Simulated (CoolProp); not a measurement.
Vapour-liquid equilibrium of diethyl ether (1) + acetone (2) at 3.88 bar; x and y are mole fractions of (1).

Values from CoolProp's multi-fluid Helmholtz-energy mixture model, Thol 2014 and Lemmon 2006; pair parameters Bell 2016.

Give the bubble temperature and the first vapour's composition at x = 0.35, 0.5, 0.725. Is there an azeotrope?

x = 0.35: 360.3 K, y = 0.524; x = 0.5: 356.7 K, y = 0.648; x = 0.725: 353.3 K, y = 0.792. No azeotrope shows between x = 0.05 and 0.95.

Pair parameters are fitted to limited data, so mixtures are less certain than the pure fluids.
